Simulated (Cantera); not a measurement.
## Si₂H₆ + N₂ + Cl₂ (silicon epitaxy and polysilicon growth)

Charge: 1 mol Si₂H₆, 5.9 mol N₂, 0.11 mol Cl₂, equilibrated at 1330 Pa.

Method: chemical equilibrium by Gibbs-energy minimisation in Cantera with the NASA 1993 tables (ideal gas, pure condensed phases). Candidate condensed phases: NH₄Cl, Si, Si₃N₄; 28 gas species. The feed counts by its element totals alone. N₂ is the only nitrogen source here; it is nearly inert below about 1500 K, so the nitride shown seldom forms there in practice. The tables' values for SiCl are old estimates; treat these amounts as uncertain. The numbers say what is thermodynamically allowed, not how fast it happens.

From 827 °C to 1477 °C the condensed part is Si₃N₄(s). The main Si-bearing gas is SiCl₄ at 827 °C and SiCl₂ at 1477 °C.

```tsv
T (°C)	log p N₂	log p H₂	log p HCl	log p SiCl₂	log p H	log p Si	log p Cl	n Si₃N₄(s)
827	-2.10	-2.30	-3.42	-8.84	-8.74	<-13	-9.90	0.667
877	-2.10	-2.30	-3.42	-8.29	-8.28	<-13	-9.45	0.667
927	-2.10	-2.30	-3.42	-7.79	-7.85	<-13	-9.03	0.667
977	-2.10	-2.30	-3.42	-7.33	-7.47	<-13	-8.65	0.667
1027	-2.10	-2.30	-3.42	-6.91	-7.11	-13.17	-8.30	0.667
1077	-2.10	-2.30	-3.42	-6.52	-6.77	-12.13	-7.97	0.667
1127	-2.10	-2.30	-3.42	-6.16	-6.46	-11.18	-7.67	0.667
1177	-2.10	-2.30	-3.42	-5.83	-6.17	-10.29	-7.39	0.666
1227	-2.10	-2.30	-3.42	-5.53	-5.90	-9.46	-7.12	0.666
1277	-2.10	-2.30	-3.43	-5.25	-5.65	-8.69	-6.88	0.666
1327	-2.10	-2.30	-3.44	-5.00	-5.41	-7.96	-6.66	0.665
1377	-2.10	-2.30	-3.46	-4.78	-5.19	-7.28	-6.46	0.663
1427	-2.10	-2.30	-3.48	-4.59	-4.98	-6.64	-6.28	0.662
1477	-2.10	-2.30	-3.52	-4.43	-4.78	-6.04	-6.11	0.659
```
log p: log10 of the partial pressure in bar; n: condensed amount in mol.
